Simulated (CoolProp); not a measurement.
A single-stage vapour-compression cycle with the fluid: evaporating at 246.15 K (dew point), condensing at 268.15 K (bubble point), superheat 10 K, subcooling 0 K, compressor efficiency 0.8, no pressure losses. The same conditions are run with several fluids, on thermodynamics alone (safety and materials aside).

The numbers come from the reference Helmholtz-energy equation of state of each fluid (R1336mzz(E): Akasaka 2023; isobutane: Bücker 2006; R1233zd(E): Akasaka 2022; C3F8 (R218): Lemmon 2006; R245fa: Akasaka 2015; hydrogen sulfide: Lemmon 2006) in CoolProp.

```
fluid             cooling COP  pressure ratio  discharge temperature (K)  refrigerating effect (kJ/kg)  volumetric capacity (kJ/m³)
----------------  -----------  --------------  -------------------------  ----------------------------  ---------------------------
R1336mzz(E)              8.23            3.05                      280.9                           152                          226
isobutane                8.29            2.45                      284.9                           345                          514
R1233zd(E)               8.34            3.05                      289.4                           197                          155
C3F8 (R218)              7.89            2.27                      274.4                          86.4                         1250
R245fa                   8.32            3.20                      286.5                           199                          166
hydrogen sulfide         7.91            2.09                      318.7                           470                         3390
```
